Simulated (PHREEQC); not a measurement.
Make-up at 25 °C: 0.021 mol HCl, 0.0075 mol ZnSO4 and 0.00023 mol CuCl2 per kg of water. Closed to the air; pH follows from the charge balance.

Equilibrium calculation in PHREEQC: ion-association model, wateq4f.dat.

```tsv
quantity	before	after
pH	1.81	1.87
ionic strength (mol/kgw)	0.0405	0.0356
Zn+2 (mol/kgw)	0.00612	0.00552
SO4-2 (mol/kgw)	0.00330	0.00152
HSO4- (mol/kgw)	0.00294	0.00530
ZnSO4 (mol/kgw)	0.00117	0.000647
SI of Goslarite (ZnSO4:7H2O)	-3.34	-4.17
SI of Chalcanthite (CuSO4:5H2O)	-4.16	-4.79
```

Problem. Which change was made?
A) 0.00082 mol/kgw HNO3 added
B) HCl replaced by SrCl2 at the same molality
C) diluted 10-fold with water
D) temperature from 25 to 85 °C
E) HCl from 0.021 to 0.0315 mol/kgw

Solution. D, temperature from 25 to 85 °C

No solid was allowed to form. Away from 25 °C the constants follow the database's enthalpies or fits; those with neither stay at their 25 °C values.
